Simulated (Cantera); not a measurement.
Input: 1 mol CaO, 2.5 mol HBr, 7.3 mol H2, held at 1248 K and 7.00e-5 bar.

Cantera equilibrium calculation (NASA polynomials, part measured and part estimated; ideal gas, pure solids and liquids). Candidate condensed phases: Br2, Ca, CaBr2, CaO, Ca(OH)2, H2O; 19 gas species. Rates play no part.

Base state: H2 0.745, HBr 0.0997, CaBr2 0.0766, H2O 0.0766, Br 0.00203, H 4.82e-5 (mole fractions); condensed: CaO(s).

Q: What changes in the equilibrium state with this change: CaO replaced by MgO?

A: 
| species | before | after |
|---|---|---|
| H2 | 0.745 | 0.745 |
| HBr | 0.0997 | 0.218 |
| H2O | 0.0766 | 0.0159 |
| CaBr2 | 0.0766 | 0 |
| MgBr2 | 0 | 0.0159 |
| Br | 0.00203 | 0.00445 |
| H | 4.82e-5 | 4.82e-5 |
| CaO(s), mol | 0.249 | 0 |
| MgO(s), mol | 0 | 0.844 |
Further candidate phases: Mg, MgBr2, MgO, Mg(OH)2.
